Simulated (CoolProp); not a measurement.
Computed with CoolProp (reference Helmholtz-energy equation of state, Lemmon 2006). It is a short technical equation, of lower accuracy than the large ones.

Task: For carbon monoxide, give the phase and the speed of sound (m/s) at 266 K and 2.86 MPa; 353.2 K and 0.0566 MPa; 258.3 K and 15.4 MPa.

Result: 
- 266 K and 2.86 MPa: gas; speed of sound 336
- 353.2 K and 0.0566 MPa: gas; speed of sound 383
- 258.3 K and 15.4 MPa: supercritical; speed of sound 379
